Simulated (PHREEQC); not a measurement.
# Copper plating or etch bath: an equilibrium model

Solution (20 °C): 59 mmol/kgw Cu(NO3)2 and 1.6 mmol/kgw NaCl. Closed to the air; pH follows from the charge balance.

The numbers come from PHREEQC with the ion-association model, phreeqc.dat.

This is a speciation only: nothing precipitates in the calculation.

Question: Predict the pH, density, specific conductance.

Answer: pH 4.40; density 1.007 g/cm³; specific conductance 9790 µS/cm.

Question: In which forms is Cl present?

Answer: Cl- 96 %, CuCl+ 4.0 % of the Cl.
